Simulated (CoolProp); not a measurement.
Vapour-liquid equilibrium of dimethyl carbonate (1) + n-octane (2) at 183 kPa; x and y are mole fractions of (1).

Computed with CoolProp (multi-fluid Helmholtz-energy mixture model, Zhou 2011 and Beckmüller 2019; pair parameters Bell 2016).

```json
[
 {"x": "0.05", "bubble temperature, mixture model (°C)": "…", "bubble temperature, Raoult's law (°C)": "145.1", "y, mixture model": "0.240", "y, Raoult's law": "0.122"},
 {"x": "0.125", "bubble temperature, mixture model (°C)": "…", "bubble temperature, Raoult's law (°C)": "140.7", "y, mixture model": "0.453", "y, Raoult's law": "0.276"},
 {"x": "0.2", "bubble temperature, mixture model (°C)": "121.8", "bubble temperature, Raoult's law (°C)": "136.8", "y, mixture model": "…", "y, Raoult's law": "0.402"},
 {"x": "0.275", "bubble temperature, mixture model (°C)": "117.5", "bubble temperature, Raoult's law (°C)": "133.2", "y, mixture model": "0.642", "y, Raoult's law": "0.507"},
 {"x": "0.35", "bubble temperature, mixture model (°C)": "114.7", "bubble temperature, Raoult's law (°C)": "129.9", "y, mixture model": "0.688", "y, Raoult's law": "0.595"},
 {"x": "0.425", "bubble temperature, mixture model (°C)": "112.8", "bubble temperature, Raoult's law (°C)": "126.9", "y, mixture model": "0.720", "y, Raoult's law": "0.670"},
 {"x": "0.5", "bubble temperature, mixture model (°C)": "…", "bubble temperature, Raoult's law (°C)": "124.1", "y, mixture model": "0.744", "y, Raoult's law": "0.735"},
 {"x": "0.575", "bubble temperature, mixture model (°C)": "110.6", "bubble temperature, Raoult's law (°C)": "121.6", "y, mixture model": "…", "y, Raoult's law": "0.790"},
 {"x": "0.65", "bubble temperature, mixture model (°C)": "109.9", "bubble temperature, Raoult's law (°C)": "119.2", "y, mixture model": "0.784", "y, Raoult's law": "0.839"},
 {"x": "0.725", "bubble temperature, mixture model (°C)": "…", "bubble temperature, Raoult's law (°C)": "116.9", "y, mixture model": "0.806", "y, Raoult's law": "0.881"},
 {"x": "0.8", "bubble temperature, mixture model (°C)": "109.0", "bubble temperature, Raoult's law (°C)": "114.9", "y, mixture model": "0.834", "y, Raoult's law": "0.919"},
 {"x": "0.875", "bubble temperature, mixture model (°C)": "…", "bubble temperature, Raoult's law (°C)": "112.9", "y, mixture model": "0.873", "y, Raoult's law": "0.952"},
 {"x": "0.95", "bubble temperature, mixture model (°C)": "…", "bubble temperature, Raoult's law (°C)": "111.0", "y, mixture model": "0.936", "y, Raoult's law": "0.982"}
]
```

Problem. Complete the blanks.

Solution. 
- 0.05, bubble temperature, mixture model (°C): 138.6
- 0.125, bubble temperature, mixture model (°C): 128.4
- 0.2, y, mixture model: 0.571
- 0.5, bubble temperature, mixture model (°C): 111.5
- 0.575, y, mixture model: 0.764
- 0.725, bubble temperature, mixture model (°C): 109.3
- 0.875, bubble temperature, mixture model (°C): 108.8
- 0.95, bubble temperature, mixture model (°C): 109.1

The largest gap from Raoult's law is -15.7 K in bubble temperature, at x = 0.275. y crosses x between x = 0.8 and 0.875: the model has an azeotrope there.

Pair parameters are fitted to limited data, so mixtures are less certain than the pure fluids.
